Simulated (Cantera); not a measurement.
# Premixed flame

A freely propagating, adiabatic, planar premixed flame of H2 : O2 : N2 = 1 : 0.385 : 1.5 (molar parts), unburnt at 423 K and 120000 Pa; mixture-averaged transport, grid criteria slope 0.08 and curve 0.16, no radiation.

Cantera simulation using the H2/O2 subset of GRI-Mech 3.0, which has no nitrogen chemistry; the numbers are that mechanism's predictions, not measurements. Burning velocities carry a grid error of a few per cent, more on coarse grids.

```csv
z (mm),T (K),u (m/s),x H2,x O2,x OH,x HO2,x H,x H2O
-0.936,423,4.75,0.347,0.133,<1e-8,<1e-8,<1e-8,<1e-8
-0.624,423,4.75,0.347,0.133,<1e-8,<1e-8,<1e-8,<1e-8
-0.468,423,4.75,0.347,0.133,<1e-8,<1e-8,<1e-8,<1e-8
-0.312,423,4.75,0.347,0.133,<1e-8,3.39e-8,<1e-8,8.42e-8
-0.156,435,4.85,0.342,0.134,1.02e-5,0.000115,8.93e-6,0.000246
-0.0780,684,7.42,0.308,0.130,0.00105,0.000331,0.00372,0.0184
0,1161,12.1,0.214,0.0962,0.00246,0.000114,0.0314,0.0970
0.0780,1495,15.4,0.120,0.0390,0.00693,4.10e-5,0.0610,0.202
0.156,1654,17.0,0.0889,0.0160,0.00976,1.58e-5,0.0657,0.244
0.312,1807,18.4,0.0841,0.00867,0.0117,7.67e-6,0.0560,0.260
0.624,1957,19.7,0.0864,0.00608,0.0121,4.81e-6,0.0424,0.269
1.25,2097,20.9,0.0876,0.00384,0.0113,2.83e-6,0.0300,0.279
2.50,2210,21.8,0.0879,0.00211,0.00932,1.53e-6,0.0201,0.289
```
x: mole fraction of selected species; z is measured from the peak of heat release.

```yaml
laminar_burning_velocity: 475 cm/s
thermal_thickness: 0.312 mm
peak x(OH): 0.0122
peak x(HO2): 0.000477
peak x(H): 0.0661
grid_points: 121
```
